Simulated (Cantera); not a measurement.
Feed: 1 mol AlCl₃, 63 mol N₂, 600 mol H₂, at 0.133 bar.

Cantera equilibrium calculation (NASA polynomials, part measured and part estimated; ideal gas, pure solids and liquids). Candidate condensed phases: Al, AlCl₃, AlN, NH₄Cl; 20 gas species. Equilibrium is a limit: real reactors are often held back by kinetics, nucleation or transport.

Question: Which condensed phases are stable at each of these points (T (K)): 1373, 1423, 1473, 1523, 1573, 1623, 1673, 1723, 1773, 1823, 1873, 1923?

Answer: 
| T (K) | condensed phases | Al condensed (%) |
|---|---|---|
| 1373 | AlN(s) | 99.1 |
| 1423 | AlN(s) | 98.3 |
| 1473 | AlN(s) | 96.2 |
| 1523 | AlN(s) | 91.4 |
| 1573 | AlN(s) | 81.1 |
| 1623 | AlN(s) | 61.4 |
| 1673 | AlN(s) | 28.8 |
| 1723 | gas only | 0.0 |
| 1773 | gas only | 0.0 |
| 1823 | gas only | 0.0 |
| 1873 | gas only | 0.0 |
| 1923 | gas only | 0.0 |

From 1373 K to 1673 K the condensed part is AlN(s). From 1723 K to 1923 K nothing is condensed.
